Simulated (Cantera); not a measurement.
A closed system holds: 1 mol MgO, 1.7 mol SO3, 3.1 mol O2, at 900000 Pa.

Method: chemical equilibrium by Gibbs-energy minimisation in Cantera with the NASA 1993 tables (ideal gas, pure condensed phases). Candidate condensed phases: Mg, MgO, MgS, MgSO4, S; 14 gas species. Kinetics and transport are ignored.

x: gas mole fraction; n: condensed amount in mol.

| T (K) | x O2 | x SO2 | x SO3 | x O | x SO | n MgSO4(s) | n MgSO4(l) | n MgO(s) |
|---|---|---|---|---|---|---|---|---|
| 998 | 0.819 | 0.0301 | 0.151 | ___ | <1e-12 | 1.00 | 0 | 0 |
| 1048 | 0.820 | 0.0465 | 0.133 | ___ | <1e-12 | 1.00 | 0 | 0 |
| 1098 | 0.822 | 0.0654 | 0.113 | ___ | 1.19e-12 | 1.00 | 0 | 0 |
| 1148 | 0.824 | 0.0845 | 0.0919 | ___ | 6.48e-12 | 1.00 | 0 | 0 |
| 1198 | 0.825 | 0.102 | 0.0727 | ___ | 2.93e-11 | 1.00 | 0 | 0 |
| 1248 | 0.827 | 0.117 | 0.0565 | ___ | 1.13e-10 | 1.00 | 0 | 0 |
| 1298 | 0.828 | 0.129 | 0.0435 | ___ | 3.83e-10 | 1.00 | 0 | 0 |
| 1348 | 0.829 | 0.138 | 0.0335 | ___ | 1.16e-9 | 1.00 | 0 | 0 |
| 1398 | 0.829 | 0.145 | 0.0259 | ___ | 3.19e-9 | 1.00 | 0 | 0 |
| 1448 | 0.830 | 0.150 | 0.0202 | ___ | 8.09e-9 | 0 | 1.00 | 0 |
| 1498 | 0.695 | 0.279 | 0.0263 | ___ | 3.79e-8 | 0 | 0 | 1.00 |
| 1548 | 0.696 | 0.283 | 0.0209 | ___ | 8.42e-8 | 0 | 0 | 1.00 |
| 1598 | 0.697 | 0.287 | 0.0168 | ___ | 1.77e-7 | 0 | 0 | 1.00 |

**Question.** Complete the blanks.

**Answer.** 
- 998, x O: 4.46e-11
- 1048, x O: 1.91e-10
- 1098, x O: 7.17e-10
- 1148, x O: 2.40e-9
- 1198, x O: 7.27e-9
- 1248, x O: 2.02e-8
- 1298, x O: 5.17e-8
- 1348, x O: 1.24e-7
- 1398, x O: 2.78e-7
- 1448, x O: 5.92e-7
- 1498, x O: 1.10e-6
- 1548, x O: 2.12e-6
- 1598, x O: 3.94e-6
